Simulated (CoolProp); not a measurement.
A closed Brayton cycle with carbon dioxide: compressor inlet 332.15 K and 9.9 MPa, high pressure 33.1 MPa, turbine inlet 725 K, compressor efficiency 0.8, turbine efficiency 0.93, recuperator effectiveness 0.9 (on enthalpy, no pinch check). Each further row changes one setting.

The numbers come from the reference Helmholtz-energy equation of state, Span 1996 in CoolProp.

```csv
case,thermal efficiency (%),net work (kJ/kg),compressor to turbine work,compressor exit (K),turbine exit (K)
as stated,28.4,69.6,0.50,429.7,586.9
turbine inlet 675 K,?,57.3,0.54,429.7,?
compressor inlet 342.15 K,26.0,60.5,0.56,450.5,586.9
high pressure 28.1 MPa,?,64.7,0.47,?,605.0
recuperator effectiveness 0.5,21.9,69.6,0.50,429.7,586.9
```

**Question.** Some entries are withheld; supply them.

**Answer.** 
- turbine inlet 675 K, thermal efficiency (%): 25.2
- turbine inlet 675 K, turbine exit (K): 542.1
- high pressure 28.1 MPa, thermal efficiency (%): 28.6
- high pressure 28.1 MPa, compressor exit (K): 415.9
